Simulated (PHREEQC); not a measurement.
**Spent oxide etchant**

Consider water at 25 °C with 0.03 mol/kgw NH4HF2 and 0.0056 mol/kgw (NH4)2SiF6. Closed to the air; pH follows from the charge balance.

All values are PHREEQC results (ion-association model, phreeqc.dat), not measurements.

No solid was allowed to form.

Question: Predict the pH, ionic strength.

Answer: pH 3.11; ionic strength 0.0477 mol/kgw.

Question: In which forms is F present?

Answer: SiF6-2 36 %, F- 30 %, HF 28 %, HF2- 6.0 % of the F.

SiF6-2 is the database's only silicon fluoride.
